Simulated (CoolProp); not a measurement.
Vapour-liquid equilibrium of R134a (1) + R227EA (2) at 263.4 K; x and y are mole fractions of (1).

Model: multi-fluid Helmholtz-energy mixture model, Tillner-Roth 1994 and Lemmon 2016; pair parameters Bell 2016, in CoolProp.

```csv
x,"bubble pressure, mixture model (MPa)","bubble pressure, Raoult's law (MPa)","y, mixture model","y, Raoult's law"
0.05,0.1385,0.1370,0.081,0.074
0.2,0.1522,0.1474,0.288,0.275
0.35,0.1644,0.1577,0.455,0.450
0.5,0.1752,0.1681,0.597,0.603
0.65,0.1848,0.1784,0.724,0.738
0.8,0.1932,0.1888,0.842,0.858
0.95,0.2004,0.1991,0.960,0.966
```

The largest gap from Raoult's law is +4.2 % in bubble pressure, at x = 0.5. No azeotrope shows between x = 0.05 and 0.95.

The pair parameters rest on a limited set of measurements; away from them the model extrapolates.
